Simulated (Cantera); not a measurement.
Feed: 1 mol SiH2Cl2, 0.41 mol NH3, 17 mol N2, held at 100 Torr.

These are equilibrium values from Cantera (NASA tables, ideal gas, pure condensed phases), not measurements of a reactor. Candidate condensed phases: NH4Cl, Si, Si3N4; 28 gas species. The tables' values for SiCl3, SiCl are old estimates; treat these amounts as uncertain. Equilibrium is a limit: real reactors are often held back by kinetics, nucleation or transport.

x: gas mole fraction; n: condensed amount in mol.

| T (K) | x N2 | x HCl | x H2 | x SiCl2 | n Si3N4(s) |
|---|---|---|---|---|---|
| 1273 | 0.867 | 0.0906 | 0.0391 | 8.86e-5 | 0.310 |
| 1323 | 0.867 | 0.0910 | 0.0389 | 0.000229 | 0.310 |
| 1373 | 0.866 | 0.0909 | 0.0389 | 0.000544 | 0.309 |
| 1423 | 0.866 | 0.0901 | 0.0392 | 0.00119 | 0.305 |
| 1473 | 0.866 | 0.0884 | 0.0400 | 0.00237 | 0.298 |
| 1523 | 0.866 | 0.0855 | 0.0413 | 0.00429 | 0.287 |
| 1573 | 0.866 | 0.0810 | 0.0434 | [?] | 0.271 |
| 1623 | 0.866 | 0.0752 | 0.0461 | 0.0105 | 0.251 |
| 1673 | 0.866 | [?] | 0.0492 | [?] | [?] |
| 1723 | 0.866 | 0.0613 | 0.0525 | 0.0185 | 0.204 |
| 1773 | 0.866 | 0.0541 | 0.0559 | 0.0225 | 0.180 |

Question: What belongs in the gaps?

Answer: 
- 1673, x HCl: 0.0685
- 1673, x SiCl2: 0.0144
- 1673, n Si3N4(s): 0.228
- 1573, x SiCl2: 0.00705
